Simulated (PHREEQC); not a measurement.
A solution holds 6.1 mmol/kgw NiCl2, 1 mmol/kgw H3BO3 and 36 mmol/kgw HCl, at 5 °C. Closed to the air; pH follows from the charge balance.

All values are PHREEQC results (ion-association model, wateq4f.dat), not measurements.

This is a speciation only: nothing precipitates in the calculation.

What pH does the model give?

pH 1.51.

In which forms is Ni present?

Ni+2 94 %, NiCl+ 5.1 %, NiCl2 0.6 % of the Ni.

At this temperature some constants are extrapolated from 25 °C, and those without enthalpy data are left unchanged.
